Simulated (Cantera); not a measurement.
An adiabatic, constant-pressure homogeneous reactor starts with H2 : O2 : N2 = 1 : 0.893 : 3.36 (molar parts), equivalence ratio 0.56, at 1648 K and 1000000 Pa. Integrator tolerance rtol = 1e-08.

Model: GRI-Mech 3.0 (53 species, 325 reactions), integrated in Cantera. The hydrogen kinetics of GRI-Mech 3.0 are dated; newer H2 mechanisms differ, most at raised pressure.

What does this change do: constant volume in place of constant pressure?


| quantity | before | after |
|---|---|---|
| time of steepest temperature rise | 0.947 µs | 0.935 µs |
| temperature at 3.00 s | 2777 K | 2947 K |
| equilibrium temperature | 2777 K | 2947 K |
| x(H2) at 3.00 s | 0.00469 (gas-phase equilibrium 0.00469) | 0.00682 (gas-phase equilibrium 0.00682) |
| x(O2) at 3.00 s | 0.0683 (gas-phase equilibrium 0.0683) | 0.0649 (gas-phase equilibrium 0.0649) |
| x(NO) at 3.00 s | 0.0191 (gas-phase equilibrium 0.0191) | 0.0233 (gas-phase equilibrium 0.0233) |
| x(H2O) at 3.00 s | 0.193 (gas-phase equilibrium 0.193) | 0.187 (gas-phase equilibrium 0.187) |
| x(N2O) at 3.00 s | 3.16e-6 (gas-phase equilibrium 3.16e-6) | 4.96e-6 (gas-phase equilibrium 4.96e-6) |
| x(H2O2) at 3.00 s | 1.93e-6 (gas-phase equilibrium 1.93e-6) | 3.09e-6 (gas-phase equilibrium 3.09e-6) |
| x(OH) at 3.00 s | 0.0186 (gas-phase equilibrium 0.0186) | 0.0240 (gas-phase equilibrium 0.0240) |

What does this change do: initial temperature 1648 to 1673 K?


```csv
quantity,before,after
time of steepest temperature rise,0.947 µs,0.885 µs
temperature at 3.00 s,2777 K,2793 K
equilibrium temperature,2777 K,2793 K
x(H2) at 3.00 s,0.00469 (gas-phase equilibrium 0.00469),0.00498 (gas-phase equilibrium 0.00498)
x(O2) at 3.00 s,0.0683 (gas-phase equilibrium 0.0683),0.0679 (gas-phase equilibrium 0.0679)
x(NO) at 3.00 s,0.0191 (gas-phase equilibrium 0.0191),0.0194 (gas-phase equilibrium 0.0194)
x(H2O) at 3.00 s,0.193 (gas-phase equilibrium 0.193),0.193 (gas-phase equilibrium 0.193)
x(N2O) at 3.00 s,3.16e-6 (gas-phase equilibrium 3.16e-6),3.22e-6 (gas-phase equilibrium 3.22e-6)
x(H2O2) at 3.00 s,1.93e-6 (gas-phase equilibrium 1.93e-6),1.97e-6 (gas-phase equilibrium 1.97e-6)
x(OH) at 3.00 s,0.0186 (gas-phase equilibrium 0.0186),0.0193 (gas-phase equilibrium 0.0193)
```
